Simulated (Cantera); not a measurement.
Mixture: CH4 : O2 : N2 = 1 : 1.05 : 6.74 (molar parts), equivalence ratio 1.9, at 760 Torr, adiabatic and at constant volume. Ignition delay is the time to a rise of 400 K.

Model: GRI-Mech 3.0 (53 species, 325 reactions), integrated in Cantera.

### Question
What does this change do: constant pressure in place of constant volume?

### Answer
```
quantity                                                before       after
--------------------------------------------------  ----------  ----------
delay at 1225 K                                        71.3 ms     76.4 ms
delay at 1300 K                                        25.8 ms     27.8 ms
delay at 1375 K                                        9.86 ms     10.7 ms
delay at 1450 K                                        4.00 ms     4.34 ms
delay at 1525 K                                        1.73 ms     1.88 ms
delay at 1600 K                                       0.812 ms    0.880 ms
delay at 1675 K                                       0.415 ms    0.450 ms
apparent activation energy between 1525 and 1675 K  200 kJ/mol  200 kJ/mol
```
